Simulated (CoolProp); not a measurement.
Vapour-liquid equilibrium of dimethyl ether (1) + isobutane (2) at 249.5 K; x and y are mole fractions of (1).

Computed with CoolProp (multi-fluid Helmholtz-energy mixture model, Wu 2011 and Bücker 2006; pair parameters Bell 2016).

```csv
x,bubble pressure (kPa),y at the bubble point,dew pressure at overall composition x (kPa),liquid density (mol/L)
0.05,68.26,0.133,64.22,10.62
0.15,78.58,0.315,69.12,11.00
0.25,86.54,0.436,74.63,11.41
0.35,92.69,0.526,80.79,11.85
0.45,97.48,0.599,87.47,12.33
0.55,101.2,0.662,94.31,12.86
0.65,104.0,0.723,100.5,13.43
0.75,106.1,0.787,105.0,14.06
0.85,107.2,0.858,107.1,14.75
0.95,107.1,0.946,107.1,15.52
```

y crosses x between x = 0.85 and 0.95: the model has an azeotrope there.

The pair parameters rest on a limited set of measurements; away from them the model extrapolates.
